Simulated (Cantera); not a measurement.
An isothermal plug-flow reactor at 973 K and 69000 Pa (inlet), inlet velocity 1.1 m/s, active area per volume 520 1/m; feed CO : O2 : N2 : H2O = 0.0081 : 0.15 : 0.79 : 0.059 (molar parts), equivalence ratio 0.027.

Computed with Cantera and Deutschmann's 1995 Pt surface mechanism with GRI-Mech 3.0 gas chemistry. Catalytic surfaces can have several steady states; this one follows from the mechanism file's or the stated starting coverage. Mass transfer to the wall is taken as infinitely fast.

x: gas mole fraction; θ: surface coverage.

```tsv
z (m)	x CO	x O2	x H2O	x CO2	θ free Pt	θ O*	θ OH*
0.00032	(withheld)	0.146	0.0588	0.00698	0.175	0.821	0.00379
0.00061	(withheld)	0.146	0.0588	0.00780	0.170	0.826	0.00374
0.0012	(withheld)	0.146	0.0588	0.00806	0.168	0.828	0.00373
0.0023	(withheld)	0.146	0.0588	0.00808	0.168	0.828	0.00373
0.0044	9.66e-12	0.146	0.0588	0.00808	0.168	0.828	0.00373
0.0085	<1e-12	0.146	0.0588	0.00808	0.168	0.828	0.00373
0.016	<1e-12	0.146	0.0588	0.00808	0.168	0.828	0.00373
0.032	<1e-12	0.146	0.0588	0.00808	0.168	0.828	0.00373
```

Some entries are withheld; supply them.


- 0.00032, x CO: 0.00109
- 0.00061, x CO: 0.000277
- 0.0012, x CO: 1.88e-5
- 0.0023, x CO: 1.30e-7
